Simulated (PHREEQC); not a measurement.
Dissolve 0.076 mol/kgw HF, 8.1e-05 mol/kgw NH4HF2 and 0.0069 mol/kgw HCl at 25 °C. It is in equilibrium with CO2 at log p = -3.5 (atm). Otherwise closed; pH follows from the charge balance.

Equilibrium calculation in PHREEQC: ion-association model, phreeqc.dat.

```json
{
  "pH": "1.94",
  "ionic_strength": "0.0127 mol/kgw",
  "total_alkalinity": "-83.0 meq/kg"
}
```

```csv
species,molality,activity,log γ
HF,0.0692,0.0694,0.001
H+,0.0126,0.0114,-0.043
Cl-,0.00690,0.00614,-0.050
F-,0.00456,0.00406,-0.051
HF2-,0.00121,0.00108,-0.050
NH4+,8.10e-5,7.18e-5,-0.053
CO2,1.07e-5,1.08e-5,0.001
```

Precipitation was switched off in this run.
